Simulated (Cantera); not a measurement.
## Thermodynamics of silicon etching in halogen gases, feed Si + Cl₂ + N₂

Input: 1 mol Si, a varied amount of Cl₂, 66 mol N₂, equilibrated at 702 °C and 53.0 mbar.

Method: chemical equilibrium by Gibbs-energy minimisation in Cantera with the NASA 1993 tables (ideal gas, pure condensed phases). Candidate condensed phases: Si, Si₃N₄; 13 gas species. N₂ is the only nitrogen source here; it is nearly inert below about 1500 K, so the nitride shown seldom forms there in practice. Rates play no part.

| n(Cl₂) (mol) | x N₂ | x Cl₂ | x SiCl₄ | x Cl | x SiCl₃ | x SiCl₂ | n Si₃N₄(s) |
|---|---|---|---|---|---|---|---|
| 0.81 | 0.994 | 3.65e-12 | 0.00613 | 2.20e-9 | 4.05e-6 | 7.59e-8 | 0.198 |
| 1.5 | 0.989 | 4.94e-12 | 0.0113 | 2.56e-9 | 6.40e-6 | 1.03e-7 | 0.0833 |
| 2.3 | 0.981 | 0.00442 | 0.0149 | 7.65e-5 | 2.82e-10 | <1e-12 | 0 |
| 3 | 0.971 | 0.0146 | 0.0147 | 0.000139 | 1.54e-10 | <1e-12 | 0 |
| 3.7 | 0.961 | 0.0247 | 0.0146 | 0.000181 | 1.17e-10 | <1e-12 | 0 |
| 4.5 | 0.950 | 0.0359 | 0.0144 | 0.000218 | 9.60e-11 | <1e-12 | 0 |
| 5.2 | 0.940 | 0.0455 | 0.0142 | 0.000245 | 8.44e-11 | <1e-12 | 0 |
| 5.9 | 0.931 | 0.0549 | 0.0141 | 0.000269 | 7.60e-11 | <1e-12 | 0 |
| 6.6 | 0.922 | 0.0641 | 0.0140 | 0.000291 | 6.97e-11 | <1e-12 | 0 |
| 7.4 | 0.911 | 0.0744 | 0.0138 | 0.000314 | 6.39e-11 | <1e-12 | 0 |
| 8.1 | 0.903 | 0.0833 | 0.0137 | 0.000332 | 5.99e-11 | <1e-12 | 0 |
x: gas mole fraction; n: condensed amount in mol.

From 0.81 mol Cl₂ to 1.5 mol Cl₂ the condensed part is Si₃N₄(s). From 2.3 mol Cl₂ to 8.1 mol Cl₂ nothing is condensed. The main Si-bearing gas is SiCl₄ throughout.
